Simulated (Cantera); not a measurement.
Charge: 1 mol Si, 0.056 mol H2O, 3.7 mol N2, a varied amount of CO2, held at 750 °C and 12.0 Pa.

Equilibrium computed with Cantera from the NASA thermochemical tables; the gas is ideal and each condensed phase is pure. Candidate condensed phases: C, C6H6, C7H8, C8H18, H2O, Si, SiC, SiO2, Si2N2O, Si3N4; 151 gas species. N2 is the only nitrogen source here; it is nearly inert below about 1500 K, so the nitride shown seldom forms there in practice. Mutual solubility and eutectic melting of coexisting phases are not modelled. Kinetics and transport are ignored.

### Question
At 1.1 mol CO2, list the 3 most abundant gas species with their mole fractions, and the condensed phases.

### Answer
N2 0.758, CO 0.230, H2 0.0123. Condensed: C(graphite) + SiO2(β-quartz) + Si2N2O(s).
